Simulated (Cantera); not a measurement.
An isothermal, constant-pressure homogeneous reactor starts with 10.8 % C3H8, 89.2 % H2, at 1750 K and 1.65 Torr.

Model: GRI-Mech 3.0 (53 species, 325 reactions), integrated in Cantera. GRI-Mech 3.0 was tuned for natural gas; its chemistry of propane as a main component is partial and can be far from experiment. GRI-Mech 3.0 stops at C3 and has no aromatics, soot or wall deposition, so with more carbon than oxygen in the feed, carbon stays in small species such as C2H2 where larger ones or solid carbon would form. Radical loss at walls, strong at low pressure, is not modelled.

One state of this run: x C3H8 = 2.19e-9; x H2 = 0.833; x CH3 = 0.00274; x C2H = 1.36e-6; x CH4 = 0.0672. x: mole fraction; the columns are a selection and need not sum to one.

### Question
Which value of t (s) does it belong to?
A. 3.00
B. 0.0356
C. 0.156
D. 5.00e-6

### Answer
C, 0.156
